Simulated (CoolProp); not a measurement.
Values from CoolProp's reference Helmholtz-energy equation of state, Lemmon 2006. It is a short technical equation, of lower accuracy than the large ones.

**Question.** Give the vapour pressure (MPa), liquid density (kg/m³), enthalpy of vaporisation (kJ/kg) of saturated hydrogen sulfide at 239.2 K.

**Answer.** 
```
T (K)  p (MPa)  liquid density (kg/m³)  enthalpy of vaporisation (kJ/kg)
-----  -------  ----------------------  --------------------------------
239.2    0.327                     901                               514
```
